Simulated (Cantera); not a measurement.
Input: 1 mol SiCl₄, 0.23 mol C₃H₈, 6.1 mol H₂, at 9300 Pa.

Equilibrium computed with Cantera from the NASA thermochemical tables; the gas is ideal and each condensed phase is pure. Candidate condensed phases: C, C₆H₆, C₇H₈, C₈H₁₈, Si, SiC; 109 gas species. Gases not in the tables: Si₂H₆ and higher silanes. Rates play no part.

Problem. What share of the Si ends up in condensed phases as a function of T (°C), at 1350, 1425, 1500, 1575, 1650, 1725, 1800, 1875?

Solution. 
| T (°C) | Si condensed (%) | as |
|---|---|---|
| 1350 | 69.0 | SiC(s) |
| 1425 | 69.0 | SiC(s) |
| 1500 | 68.9 | SiC(s) |
| 1575 | 68.9 | SiC(s) |
| 1650 | 68.7 | SiC(s) |
| 1725 | 68.3 | SiC(s) |
| 1800 | 66.7 | SiC(s) |
| 1875 | 62.7 | SiC(s) |
